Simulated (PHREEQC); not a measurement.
Model water analysis in mmol/kgw, 60 °C, pH 3.32, pe 10.9:

```
constituent  mmol/kgw
-----------  --------
Na               7.42
K              0.0249
Ca               4.95
Mg               1.78
Cl                  6
S(6)             8.23
Pb              0.181
Si             0.0817
Br               0.02
Mn(2)           0.269
```

Cl is adjusted to close the charge balance.
Valence states are taken as typed.

All values are PHREEQC results (ion-association model, phreeqc.dat), not measurements.

Precipitation was switched off in this run.

Question: Estimate the ionic strength, specific conductance.

Answer: ionic strength 0.0283 mol/kgw; specific conductance 4010 µS/cm.

Question: In which forms is Mn present?

Answer: Mn+2 67 %, MnSO4 32 %, MnCl+ 0.9 % of the Mn.

Saturation is exceeded, for instance for Anglesite; the values hold only as long as no solid forms. Away from 25 °C the constants follow the database's enthalpies or fits; those with neither stay at their 25 °C values.
